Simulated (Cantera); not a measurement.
Feed: 1 mol CuO, 0.32 mol C, 10 mol H2, held at 2175 K and 0.840 bar.

These are equilibrium values from Cantera (NASA tables, ideal gas, pure condensed phases), not measurements of a reactor. Candidate condensed phases: C, C6H6, C7H8, C8H18, Cu, CuO, Cu(OH)2, Cu2O, H2O; 113 gas species. Equilibrium is a limit: real reactors are often held back by kinetics, nucleation or transport.

Question: What is the equilibrium state?

Answer: x(H2): 0.878
x(H2O): 0.0637
x(CO): 0.0298
x(Cu): 0.0228
x(H): 0.00499
x(CO2): 0.000416
x(Cu2): 0.000162
x(OH): 4.87e-5
n(Cu(l)): 0.755 mol
gas amount: 10.59 mol
log10 activity of C(graphite) (absent): -4.67
